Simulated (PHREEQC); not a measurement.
Solution (25 °C): 0.18 mol H2SO4 and 0.0042 mol AlCl3 per kg of water. Closed to the air; pH follows from the charge balance.

Computed with PHREEQC (ion-association model, phreeqc.dat).

| quantity | before | after |
|---|---|---|
| pH | 0.78 | 0.74 |
| ionic strength (mol/kgw) | 0.242 | 0.351 |
| Al+3 (mol/kgw) | 0.000749 | 0.0109 |
| AlOH+2 (mol/kgw) | 1.84e-8 | 2.33e-7 |
| SI of Gibbsite (Al(OH)3) | -9.82 | -8.86 |

What was changed between the two runs?
A. H2SO4 left out
B. AlCl3 from 0.0042 to 0.042 mol/kgw
C. diluted 100-fold with water
D. H2SO4 from 0.18 to 0.036 mol/kgw
E. temperature from 25 to 55 °C

B, AlCl3 from 0.0042 to 0.042 mol/kgw

Precipitation was switched off in this run.
